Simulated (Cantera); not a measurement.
Input (Python, Cantera):

```python
import numpy as np
import cantera as ct

gas = ct.Solution("gri30.yaml")
gas.TPX = 1325, 13332, {'CO': 0.0022, 'O2': 0.023, 'H2O': 0.0026, 'N2': 1}
reactor = ct.IdealGasConstPressureReactor(gas, energy="off", clone=False)
net = ct.ReactorNet([reactor])
net.rtol, net.atol = 1e-08, 1e-18
show = ['CO', 'O2', 'H2O', 'CO2', 'O', 'NO']
times = np.geomspace(5e-05, 2, 11)

steps = ct.SolutionArray(gas, extra=["t"])
rows = []
print(f"{'t/s':>10s}{'T/K':>9s}{'P/Pa':>11s}" + "".join(f"{s:>11s}" for s in show))
for t in times:
    while net.time < t:
        t_next = net.step()
        steps.append(gas.state, t=t_next)
    rows.append([np.interp(t, steps.t, y) for y in (steps.T, steps.P, *steps(*show).X.T)])
    print(f"{t:10.3e}{rows[-1][0]:9.1f}{rows[-1][1]:11.4g}" + "".join(f"{x:11.3e}" for x in rows[-1][2:]))
rate = np.gradient(steps.T, steps.t)
print("integrator steps:", len(steps.t))
if steps.T.max() > steps.T[0] + 200:
    print(f"time of steepest temperature rise: {steps.t[rate.argmax()]:.4e} s")
gas.TPX = 1325, 13332, {'CO': 0.0022, 'O2': 0.023, 'H2O': 0.0026, 'N2': 1}
gas.equilibrate("TP")
print(f"equilibrium (TP): T = {gas.T:.1f} K  " + "  ".join(f"{s} {gas[s].X[0]:.3e}" for s in show))
```

It prints:

```
       t/s      T/K       P/Pa         CO         O2        H2O        CO2          O         NO
 5.000e-05   1325.0  1.333e+04  2.140e-03  2.238e-02  2.530e-03  9.468e-11  9.434e-11  1.447e-19
 1.443e-04   1325.0  1.333e+04  2.140e-03  2.238e-02  2.530e-03  2.737e-10  2.709e-10  1.420e-18
 4.163e-04   1325.0  1.333e+04  2.140e-03  2.238e-02  2.530e-03  7.958e-10  7.731e-10  1.333e-17
 1.201e-03   1325.0  1.333e+04  2.140e-03  2.238e-02  2.530e-03  2.401e-09  2.214e-09  1.156e-16
 3.466e-03   1325.0  1.333e+04  2.140e-03  2.238e-02  2.530e-03  9.167e-09  7.478e-09  1.044e-15
 1.000e-02   1325.0  1.333e+04  2.140e-03  2.238e-02  2.530e-03  1.114e-07  7.965e-08  1.909e-14
 2.885e-02   1325.0  1.333e+04  2.075e-03  2.232e-02  2.515e-03  6.509e-05  4.492e-05  2.022e-11
 8.326e-02   1325.0  1.333e+04  2.017e-04  2.120e-02  2.394e-03  1.940e-03  4.536e-04  1.118e-07
 2.402e-01   1325.0  1.333e+04  1.065e-05  2.130e-02  2.506e-03  2.132e-03  4.869e-05  1.868e-07
 6.931e-01   1325.0  1.333e+04  1.076e-06  2.132e-02  2.524e-03  2.142e-03  5.944e-06  2.030e-07
 2.000e+00   1325.0  1.333e+04  1.507e-07  2.133e-02  2.529e-03  2.143e-03  1.122e-06  2.089e-07
integrator steps: 1117
equilibrium (TP): T = 1325.0 K  CO 1.013e-08  O2 2.125e-02  H2O 2.531e-03  CO2 2.143e-03  O 1.107e-07  NO 1.651e-04
```

Detailed kinetics in Cantera: GRI-Mech 3.0 (53 species, 325 reactions).
